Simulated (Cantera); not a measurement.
Input: 1 mol SiO2, 1 mol HF, 3.3 mol N2, equilibrated at 1.70e-5 bar.

Method: chemical equilibrium by Gibbs-energy minimisation in Cantera with the NASA 1993 tables (ideal gas, pure condensed phases). Candidate condensed phases: H2O, Si, SiO2, Si2N2O, Si3N4; 58 gas species. The tables hold silica as quartz up to 1696 K and as liquid above; real silica turns to tridymite and cristobalite and melts near 1996 K. Equilibrium is a limit: real reactors are often held back by kinetics, nucleation or transport.

Task: Which condensed phases are stable at each of these points (T (K)): 1148, 1198, 1248, 1298, 1348, 1398, 1448, 1498, 1548, 1598, 1648, 1698, 1748?

Result: 
```csv
T (K),condensed phases,Si condensed (%)
1148,SiO2(β-quartz),99.1
1198,SiO2(β-quartz),99.2
1248,SiO2(β-quartz),99.3
1298,SiO2(β-quartz),99.4
1348,SiO2(β-quartz),99.5
1398,SiO2(β-quartz),99.5
1448,SiO2(β-quartz),99.6
1498,SiO2(β-quartz),99.6
1548,SiO2(β-quartz),99.6
1598,SiO2(β-quartz),99.6
1648,SiO2(β-quartz),99.3
1698,SiO2(condensed),98.6
1748,SiO2(condensed),96.7
```

From 1148 K to 1648 K the condensed part is SiO2(β-quartz). From 1698 K to 1748 K the condensed part is SiO2(condensed).
